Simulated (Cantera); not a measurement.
Feed: 1 mol H2S, 0.12 mol H2O, held at 110 bar.

Method: chemical equilibrium by Gibbs-energy minimisation in Cantera with the NASA 1993 tables (ideal gas, pure condensed phases). Candidate condensed phases: H2O, H2SO4, S; 19 gas species. The ideal-gas law is rough above about 30 bar. Kinetics and transport are ignored.

**Question.** At 1400 K, list the 7 most abundant gas species with their mole fractions, and the condensed phases.

**Answer.** H2S 0.795, H2O 0.103, H2 0.0677, S2 0.0336, SH 0.000505, S2O 8.14e-5, SO2 3.93e-5. Condensed: gas only.
